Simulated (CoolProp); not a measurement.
Vapour-liquid equilibrium of n-octane (1) + n-dodecane (2) at 44.85 °C; x and y are mole fractions of (1).

Values from CoolProp's multi-fluid Helmholtz-energy mixture model, Beckmüller 2019 and Lemmon 2004; pair parameters Bell 2016.

| x | bubble pressure (MPa) | y at the bubble point | dew pressure at overall composition x (MPa) | liquid density (mol/L) |
|---|---|---|---|---|
| 0.05 | 0.0003192 | 0.755 | 8.655e-5 | 4.355 |
| 0.2 | 0.001050 | 0.937 | 0.0001024 | 4.557 |
| 0.35 | 0.001812 | 0.971 | 0.0001255 | 4.775 |
| 0.5 | 0.002600 | 0.984 | 0.0001619 | 5.012 |
| 0.65 | 0.003403 | 0.992 | 0.0002280 | 5.271 |
| 0.8 | 0.004209 | 0.996 | 0.0003855 | 5.554 |
| 0.95 | 0.005006 | 0.999 | 0.001250 | 5.863 |

No azeotrope shows between x = 0.05 and 0.95.

Pair parameters are fitted to limited data, so mixtures are less certain than the pure fluids.
